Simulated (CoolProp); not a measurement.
Saturation properties of neopentane (Tc = 433.7 K, pc = 3.196 MPa, ω = 0.196).

The numbers come from the reference Helmholtz-energy equation of state, Lemmon 2006 in CoolProp. It is a short technical equation, of lower accuracy than the large ones.

```
T (K)  p (MPa)  liquid density (kg/m³)  liquid cp (kJ/(kg K))  vapour Z
-----  -------  ----------------------  ---------------------  --------
309.3   0.2413                   571.8                  2.378    0.9182
316.3   0.2950                   563.6                  2.423    0.9059
323.4   0.3582                   555.0                  2.470    0.8923
330.5   0.4309                   546.2                  2.519    0.8774
337.5   0.5128                   537.2                  2.571    0.8615
344.6   0.6071                   527.6                  2.626    0.8440
351.7   0.7135                   517.7                  2.684    0.8251
358.8   0.8331                   507.3                  2.748    0.8045
365.8   0.9647                   496.5                  2.817    0.7826
372.9    1.113                   484.9                  2.895    0.7586
380      1.278                   472.5                  2.985    0.7324
387      1.457                   459.4                  3.089    0.7042
394.1    1.657                   444.9                  3.218    0.6728
401.2    1.877                   428.9                  3.386    0.6379
```

It boils at 282.7 K under 1 atm.
